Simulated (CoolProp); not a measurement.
Vapour-liquid equilibrium of R125 (1) + R134a (2) at 192.5 K; x and y are mole fractions of (1).

Values from CoolProp's multi-fluid Helmholtz-energy mixture model, Lemmon 2005 and Tillner-Roth 1994; pair parameters Lemmon 2004.

```
x     bubble pressure (kPa)  y at the bubble point  dew pressure at overall composition x (kPa)  liquid density (mol/L)
----  ---------------------  ---------------------  -------------------------------------------  ----------------------
0.05                  4.042                  0.182                                        3.618                   14.93
0.2              (withheld)                  0.516                                        4.109              (withheld)
0.35                  7.492                  0.697                                        4.755                   14.50
0.5                   9.202                  0.810                                        5.645                   14.27
0.65                  10.88                  0.886                                        6.947                   14.05
0.8                   12.55                  0.943                                   (withheld)                   13.83
0.95                  14.21                  0.987                                        12.80                   13.62
```

Problem. Some entries are withheld; supply them.

Solution. 
- 0.2, bubble pressure (kPa): 5.763
- 0.2, liquid density (mol/L): 14.72
- 0.8, dew pressure at overall composition x (kPa): 9.027

No azeotrope shows between x = 0.05 and 0.95.

The pair parameters rest on a limited set of measurements; away from them the model extrapolates.
